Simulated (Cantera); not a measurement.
Charge: 1 mol TiO₂, 330 mol H₂, equilibrated at 2223.15 K and 1.00 bar.

Method: chemical equilibrium by Gibbs-energy minimisation in Cantera with the NASA 1993 tables (ideal gas, pure condensed phases). Candidate condensed phases: H₂O, Ti, TiO, TiO₂, Ti₂O₃, Ti₃O₅, Ti₄O₇; 12 gas species. Equilibrium is a limit: real reactors are often held back by kinetics, nucleation or transport.

Base state: H₂ 0.992, H 0.00639, H₂O 0.00152, TiO 1.31e-5 (mole fractions); condensed: Ti₂O₃(l).

Q: What changes in the equilibrium state with this change: temperature from 2223.15 K to 1150 K?

A: 
| species | before | after |
|---|---|---|
| H₂ | 0.992 | 0.999 |
| H₂O | 0.00152 | 0.000593 |
| H | 0.00639 | 7.46e-8 |
| TiO | 1.31e-5 | <1e-9 |
| Ti₂O₃(l), mol | 0.498 | 0 |
| TiO₂(rutile), mol | 0 | 0.217 |
| Ti₄O₇(s), mol | 0 | 0.196 |
Mutual solubility and eutectic melting of coexisting phases are not modelled. Condensed phases not in the tables: Magnéli phases beyond Ti₄O₇.
